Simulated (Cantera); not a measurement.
An adiabatic, constant-volume homogeneous reactor starts with CH4 : H2 : O2 : N2 = 1 : 0.87 : 5.53 : 20.8 (molar parts), equivalence ratio 0.44, at 1350 K and 5.00 bar. Integrator tolerance rtol = 1e-08.

Model: GRI-Mech 3.0 (53 species, 325 reactions), integrated in Cantera.

What does this change do: initial temperature 1350 to 1175 K?


| quantity | before | after |
|---|---|---|
| time of steepest temperature rise | 73.5 µs | 0.383 ms |
| temperature at 0.300 s | 2465 K | 2341 K |
| equilibrium temperature | 2465 K | 2341 K |
| x(CH4) at 0.300 s | <1e-12 (gas-phase equilibrium <1e-12) | <1e-12 (gas-phase equilibrium <1e-12) |
| x(H2) at 0.300 s | 0.000522 (gas-phase equilibrium 0.000522) | 0.000261 (gas-phase equilibrium 0.000261) |
| x(O2) at 0.300 s | 0.102 (gas-phase equilibrium 0.102) | 0.104 (gas-phase equilibrium 0.104) |
| x(HCO) at 0.300 s | 2.48e-10 (gas-phase equilibrium 2.48e-10) | 5.82e-11 (gas-phase equilibrium 5.82e-11) |
| x(CH2O) at 0.300 s | 2.10e-12 (gas-phase equilibrium 2.10e-12) | <1e-12 (gas-phase equilibrium <1e-12) |
